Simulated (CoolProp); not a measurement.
Vapour-liquid equilibrium of R1234yf (1) + R1234ze(E) (2) at 186.3 K; x and y are mole fractions of (1).

Values from CoolProp's multi-fluid Helmholtz-energy mixture model, Lemmon 2022 and Thol 2016; pair parameters Bell 2022.

```tsv
x	bubble pressure, mixture model (MPa)	bubble pressure, Raoult's law (MPa)	y, mixture model	y, Raoult's law
0.05	0.001475	0.001458	0.118	0.108
0.2	0.001767	0.001726	0.376	0.365
0.35	0.002037	0.001994	0.555	0.554
0.5	0.002296	0.002261	0.693	0.697
0.65	0.002552	0.002529	0.805	0.811
0.8	0.002808	0.002796	0.898	0.902
0.95	0.003067	0.003064	0.977	0.978
```

The largest gap from Raoult's law is +2.4 % in bubble pressure, at x = 0.2. No azeotrope shows between x = 0.05 and 0.95.

Pair parameters are fitted to limited data, so mixtures are less certain than the pure fluids.
